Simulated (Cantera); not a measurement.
Input: 1 mol Fe(CO)₅, 0.97 mol H₂, held at 1223 K and 110 Pa.

Method: chemical equilibrium by Gibbs-energy minimisation in Cantera with the NASA 1993 tables (ideal gas, pure condensed phases). Candidate condensed phases: C, C₆H₆, C₇H₈, C₈H₁₈, Fe, Fe(CO)₅, FeO, Fe(OH)₂, Fe(OH)₃, Fe₂O₃, Fe₃O₄, H₂O; 114 gas species. Rates play no part.

Base state: CO 0.838, H₂ 0.162, CO₂ 1.06e-5 (mole fractions); condensed: Fe(γ).

### Question
What changes in the equilibrium state with this change: Fe(CO)₅ replaced by PbO?

### Answer
```json
[
 {"species": "H₂O", "before": "3.01e-6", "after": "0.492"},
 {"species": "Pb", "before": "0", "after": "0.492"},
 {"species": "PbO", "before": "0", "after": "0.0158"},
 {"species": "CO", "before": "0.838", "after": "0"},
 {"species": "H₂", "before": "0.162", "after": "0.000621"},
 {"species": "Pb₂", "before": "0", "after": "1.37e-5"},
 {"species": "CO₂", "before": "1.06e-5", "after": "0"},
 {"species": "Fe(γ), mol", "before": "1.000", "after": "0"}
]
```
Further candidate phases: Pb, PbO, PbO₂, Pb₃O₄.
